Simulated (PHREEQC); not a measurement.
A solution holds 0.29 mol Cu(NO3)2, 0.0097 mol H2SO4 and 0.00058 mol H3BO3 per kg of water, at 2.5 °C. Closed to the air; pH follows from the charge balance.

The numbers come from PHREEQC with the ion-association model, wateq4f.dat.

No solid was allowed to form.

Question: Order these S species by the share of S that they hold, largest first: CuSO4, HSO4-, SO4-2.

Answer: CuSO4 (55 %), SO4-2 (36 %), HSO4- (8.5 %)

The pH is 1.85 and the ionic strength 0.876 mol/kgw. Ionic strength above about 0.7 mol/kgw puts this run outside the model's range. At this temperature some constants are extrapolated from 25 °C, and those without enthalpy data are left unchanged.
